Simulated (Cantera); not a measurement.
A perfectly stirred reactor is fed with H₂ : O₂ : N₂ = 1 : 0.877 : 5.26 (molar parts), equivalence ratio 0.57, at 3.26 atm; it is adiabatic with a 700 K inlet, and is followed from long to short residence time, starting on the burning branch (τ in s: 0.046, 0.023, 0.012, 0.0058, 0.0029, 0.0015, 0.00074, 0.00037, 0.00019, 9.3e-05, 4.7e-05, 2.3e-05, 1.2e-05).

Model: the H2/O2 subset of GRI-Mech 3.0, which has no nitrogen chemistry, integrated in Cantera. The hydrogen kinetics of GRI-Mech 3.0 are dated; newer H2 mechanisms differ, most at raised pressure.

Q: What does this change do: pressure from 3.26 atm to 0.454 atm?

A: 
```json
[
 {"quantity": "blow-out, bracketed by the residence times tried", "before": "burning at 12.0 µs, the shortest tried", "after": "burning at 93.0 µs, out at 47.0 µs"},
 {"quantity": "x(H₂) at τ = 46.0 ms", "before": "0.000106", "after": "0.000907"},
 {"quantity": "x(O₂) at τ = 46.0 ms", "before": "0.0566", "after": "0.0562"},
 {"quantity": "x(O) at τ = 46.0 ms", "before": "5.21e-5", "after": "0.000703"},
 {"quantity": "x(H₂O₂) at τ = 46.0 ms", "before": "1.51e-7", "after": "1.32e-7"},
 {"quantity": "x(HO₂) at τ = 46.0 ms", "before": "2.03e-6", "after": "2.77e-6"},
 {"quantity": "x(H₂) at τ = 0.740 ms", "before": "0.00155", "after": "0.00878"},
 {"quantity": "x(O₂) at τ = 0.740 ms", "before": "0.0565", "after": "0.0581"},
 {"quantity": "x(O) at τ = 0.740 ms", "before": "0.000757", "after": "0.00655"},
 {"quantity": "x(H₂O₂) at τ = 0.740 ms", "before": "8.45e-7", "after": "9.79e-7"},
 {"quantity": "x(HO₂) at τ = 0.740 ms", "before": "2.25e-5", "after": "1.34e-5"}
]
```

Q: What does this change do: inlet temperature 700 to 823 K?

A: 
| quantity | before | after |
|---|---|---|
| blow-out, bracketed by the residence times tried | burning at 12.0 µs, the shortest tried | burning at 12.0 µs, the shortest tried |
| x(H₂) at τ = 46.0 ms | 0.000106 | 0.000114 |
| x(O₂) at τ = 46.0 ms | 0.0566 | 0.0566 |
| x(O) at τ = 46.0 ms | 5.21e-5 | 7.02e-5 |
| x(H₂O₂) at τ = 46.0 ms | 1.51e-7 | 1.28e-7 |
| x(HO₂) at τ = 46.0 ms | 2.03e-6 | 1.73e-6 |
| x(H₂) at τ = 0.740 ms | 0.00155 | 0.00155 |
| x(O₂) at τ = 0.740 ms | 0.0565 | 0.0562 |
| x(O) at τ = 0.740 ms | 0.000757 | 0.000912 |
| x(H₂O₂) at τ = 0.740 ms | 8.45e-7 | 6.28e-7 |
| x(HO₂) at τ = 0.740 ms | 2.25e-5 | 1.64e-5 |

Q: What does this change do: inlet temperature 700 to 525 K?

A: 
```csv
quantity,before,after
"blow-out, bracketed by the residence times tried","burning at 12.0 µs, the shortest tried","burning at 23.0 µs, out at 12.0 µs"
x(H₂) at τ = 46.0 ms,0.000106,0.000115
x(O₂) at τ = 46.0 ms,0.0566,0.0567
x(O) at τ = 46.0 ms,5.21e-5,3.53e-5
x(H₂O₂) at τ = 46.0 ms,1.51e-7,2.32e-7
x(HO₂) at τ = 46.0 ms,2.03e-6,3.41e-6
x(H₂) at τ = 0.740 ms,0.00155,0.00175
x(O₂) at τ = 0.740 ms,0.0565,0.0569
x(O) at τ = 0.740 ms,0.000757,0.000552
x(H₂O₂) at τ = 0.740 ms,8.45e-7,1.39e-6
x(HO₂) at τ = 0.740 ms,2.25e-5,3.64e-5
```
